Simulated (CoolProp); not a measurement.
The numbers come from the reference Helmholtz-energy equation of state, Platzer 1990 in CoolProp. This equation is an older, rougher fit.

For c-C4F8 (RC318), give the phase and the speed of sound (m/s) at 43.75 °C and 63.7 kPa; 83.65 °C and 63.7 kPa; 90.25 °C and 63.7 kPa.


- 43.75 °C and 63.7 kPa: gas; speed of sound 116
- 83.65 °C and 63.7 kPa: gas; speed of sound 124
- 90.25 °C and 63.7 kPa: gas; speed of sound 125
